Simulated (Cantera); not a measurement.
Input (Python, Cantera) and output of one run.

```python
import numpy as np
import cantera as ct

gas_names = """
    B BH BH2 BH3 BO BO2 B2 B2O B2O2 B2O3 B3O3H3 H HBO HBO2 HO2 H2 H2O H2O2 H3B3O6 O OH O2 O3
""".split()
cond_names = """
    B(b) B(L) B2O3(L) B3O3H3(cr) H2O(s) H2O(L)
""".split()


# ... load() reads the species with a 1 bar reference pressure and builds the phases ...
atoms = {
    'B2O3': {'B': 2, 'O': 3},
    'O2': {'O': 2},
    'H2': {'H': 2},
}
top_T = {}  # K; cautious upper limits of use, not melting points


# ... equilibrate(T, P, feed) seeds the gas with the atoms and calls Mixture.equilibrate('TP', solver="vcs", rtol=1e-11, max_steps=5000) ...
results = []
feed = {'B2O3': 1, 'O2': 3.7, 'H2': 44}  # mol
T = 2300  # K
for P in [10, 37, 140, 520, 1900, 7200, 27000, 100000]:
    mix = equilibrate(T, P, feed)
    results.append((T, P, feed, dict(zip(mix.species_names, mix.species_moles))))

top = {s: max(r[3][s] / sum(r[3][g] for g in gas_names) for r in results) for s in gas_names}
cols = sorted((s for s in top if top[s] > 1e-06), key=lambda s: -top[s])[:5]
seen = [c for c in cond_names if any(r[3].get(c, 0) > 1e-12 for r in results)]
print("log10 of partial pressures in bar; condensed amounts in mol")
print(f"{'P/Pa':>10s}" + "".join(f"{s[:9]:>10s}" for s in cols + seen))
for T, P, feed, n in results:
    ng = sum(n[g] for g in gas_names)
    print(f"{P:10.4g}" + "".join(f"{np.log10(max(n[s] / ng * P / 1e5, 1e-99)):10.3f}" for s in cols)
          + "".join(f"{n.get(c, 0):10.4g}" for c in seen))
```

Output:

```
log10 of partial pressures in bar; condensed amounts in mol
      P/Pa        H2         H       H2O      HBO2         O
        10    -4.501    -4.265    -5.169    -5.945    -5.655
        37    -3.744    -3.886    -4.403    -5.126    -5.646
       140    -3.060    -3.544    -3.749    -4.417    -5.675
       520    -2.435    -3.232    -3.147    -3.779    -5.699
      1900    -1.844    -2.936    -2.570    -3.179    -5.712
      7200    -1.250    -2.639    -1.984    -2.581    -5.720
   2.7e+04    -0.668    -2.348    -1.406    -1.996    -5.725
     1e+05    -0.096    -2.062    -0.835    -1.422    -5.727
```

Cantera equilibrium calculation (NASA polynomials, part measured and part estimated; ideal gas, pure solids and liquids).
